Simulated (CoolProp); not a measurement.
A simple Rankine cycle with R365MFC: condensing at 307.15 K, boiler at 2.84 MPa, turbine inlet 499 K, turbine efficiency 0.85, pump efficiency 0.7, no recuperator. Each further row changes one setting.

Values from CoolProp's reference Helmholtz-energy equation of state, Lemmon 2016.

```json
[
 {"case": "as stated", "thermal efficiency (%)": "17.3", "net work (kJ/kg)": "66.7", "heat in (kJ/kg)": "387", "turbine exit temperature (K)": "422.4", "volume ratio over the turbine": "40.2"},
 {"case": "condensing temperature 299.15 K", "thermal efficiency (%)": "18.3", "net work (kJ/kg)": "72.8", "heat in (kJ/kg)": "398", "turbine exit temperature (K)": "417.2", "volume ratio over the turbine": "54.4"},
 {"case": "boiler pressure 1.99 MPa", "thermal efficiency (%)": "16.0", "net work (kJ/kg)": "63.5", "heat in (kJ/kg)": "397", "turbine exit temperature (K)": "433.8", "volume ratio over the turbine": "25.9"},
 {"case": "turbine efficiency 0.75", "thermal efficiency (%)": "15.1", "net work (kJ/kg)": "58.5", "heat in (kJ/kg)": "387", "turbine exit temperature (K)": "429.2", "volume ratio over the turbine": "40.9"}
]
```
